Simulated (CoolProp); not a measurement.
A single-stage vapour-compression cycle with the fluid: evaporating at 329.15 K (dew point), condensing at 391.15 K (bubble point), superheat 5 K, subcooling 0 K, compressor efficiency 0.75, no pressure losses. The same conditions are run with several fluids, on thermodynamics alone (safety and materials aside).

Values from CoolProp's reference Helmholtz-energy equation of state of each fluid (sulfur dioxide: Gao 2016; benzene: Thol 2012; methanol: de Reuck 1993; n-pentane: Thol 2019; R114: Platzer 1990; the fluoroketone C6F12O (FK-5-1-12): McLinden 2015). The equations of Platzer and Polt are older, rougher fits.

Q: Rank sulfur dioxide, benzene, methanol, n-pentane, R114, the fluoroketone C6F12O (FK-5-1-12) by cooling COP, highest first.

A: methanol (3.35), benzene (3.26), sulfur dioxide (2.84), n-pentane (2.62), R114 (2.03), the fluoroketone C6F12O (FK-5-1-12) (1.19)

| fluid | pressure ratio | discharge temperature (K) | refrigerating effect (kJ/kg) | volumetric capacity (kJ/m³) |
|---|---|---|---|---|
| sulfur dioxide | 3.99 | 469.3 | 226 | 5880 |
| benzene | 6.32 | 407.4 | 297 | 385 |
| methanol | 8.43 | 499.9 | 946 | 812 |
| n-pentane | 4.56 | 391.1 | 185 | 983 |
| R114 | 3.83 | 391.1 | 47.5 | 1750 |
| the fluoroketone C6F12O (FK-5-1-12) | 5.31 | 391.1 | 17.5 | 274 |

The compression ends wet for: n-pentane; R114; the fluoroketone C6F12O (FK-5-1-12).
